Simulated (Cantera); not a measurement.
A closed system holds: 1 mol Fe₂O₃, a varied amount of O₂, 1.8 mol H₂O, 0.26 mol H₂S, held at 1173 K and 7.50 Torr.

Method: chemical equilibrium by Gibbs-energy minimisation in Cantera with the NASA 1993 tables (ideal gas, pure condensed phases). Candidate condensed phases: Fe, FeO, Fe(OH)₂, Fe(OH)₃, FeS, FeSO₄, FeS₂, Fe₂O₃, Fe₂(SO₄)₃, Fe₃O₄, H₂O, H₂SO₄, S; 22 gas species. Mutual solubility and eutectic melting of coexisting phases are not modelled. Gases not in the tables: S₃ to S₇. The numbers say what is thermodynamically allowed, not how fast it happens.

### Question
Which condensed phases are stable at each of these points (n(O₂) (mol)): 0.11, 0.35, 0.58, 0.82, 1.1, 1.3, 1.5, 1.8, 2, 2.2, 2.5, 2.7, 2.9?

### Answer
| n(O₂) (mol) | condensed phases | Fe condensed (%) |
|---|---|---|
| 0.11 | Fe₃O₄(s) | 100.0 |
| 0.35 | Fe₂O₃(s) + Fe₃O₄(s) | 100.0 |
| 0.58 | Fe₂O₃(s) | 100.0 |
| 0.82 | Fe₂O₃(s) | 100.0 |
| 1.1 | Fe₂O₃(s) | 100.0 |
| 1.3 | Fe₂O₃(s) | 100.0 |
| 1.5 | Fe₂O₃(s) | 100.0 |
| 1.8 | Fe₂O₃(s) | 100.0 |
| 2 | Fe₂O₃(s) | 100.0 |
| 2.2 | Fe₂O₃(s) | 100.0 |
| 2.5 | Fe₂O₃(s) | 100.0 |
| 2.7 | Fe₂O₃(s) | 100.0 |
| 2.9 | Fe₂O₃(s) | 100.0 |

At 0.11 mol O₂ the condensed part is Fe₃O₄(s). At 0.35 mol O₂ the condensed part is Fe₂O₃(s) + Fe₃O₄(s). From 0.58 mol O₂ to 2.9 mol O₂ the condensed part is Fe₂O₃(s).
